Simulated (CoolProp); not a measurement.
Sulfur hexafluoride along the isobar 38.7 bar: Z from the reference equation and from simpler models built on Tc = 45.6 °C, pc = 37.55 bar, ω = 0.210; each cubic takes its own stable root.

Computed with CoolProp (reference Helmholtz-energy equation of state, Guder 2009).

| T (°C) | phase | reference |
|---|---|---|
| 5.75 | liquid | 0.1567 |
| 23.35 | liquid | 0.1622 |
| 40.85 | liquid | 0.1843 |
| 58.45 | supercritical | 0.5785 |
| 76.05 | supercritical | 0.6913 |
| 93.65 | supercritical | 0.7581 |
| 111.15 | supercritical | 0.8047 |
| 128.75 | supercritical | 0.8400 |
| 146.35 | supercritical | 0.8677 |
| 163.95 | supercritical | 0.8899 |
| 181.45 | supercritical | 0.9080 |

Question: How far does each simpler model (van der Waals, Peng-Robinson) lie from the reference over these 11 states: mean and median of the absolute difference, and the worst?

Answer: 
- van der Waals: mean 16.4 %, median 4.2 %, worst +51.8 % at 5.75 °C and 38.7 bar
- Peng-Robinson: mean 3.1 %, median 2.7 %, worst +7.9 % at 40.85 °C and 38.7 bar
